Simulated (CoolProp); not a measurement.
A Linde-Hampson liquefier for oxygen: isothermal reversible compression at 200 K from 1 atm to 10 MPa, throttling to 1 atm, return gas leaving the recuperator 10 K below the feed. Each further row changes one setting.

The numbers come from the reference Helmholtz-energy equation of state, Schmidt 1985 in CoolProp.

| case | liquid yield per pass | compression work (kJ/kg of gas) |
|---|---|---|
| as stated | [?] | 223 |
| high pressure 20 MPa | [?] | [?] |
| warm-end temperature 230 K | [?] | [?] |
| warm-end gap 15 K | [?] | 223 |

### Question
Fill in the missing entries.

### Answer

- as stated, liquid yield per pass: 0.171
- high pressure 20 MPa, liquid yield per pass: 0.317
- high pressure 20 MPa, compression work (kJ/kg of gas): 246
- warm-end temperature 230 K, liquid yield per pass: 0.099
- warm-end temperature 230 K, compression work (kJ/kg of gas): 264
- warm-end gap 15 K, liquid yield per pass: 0.159
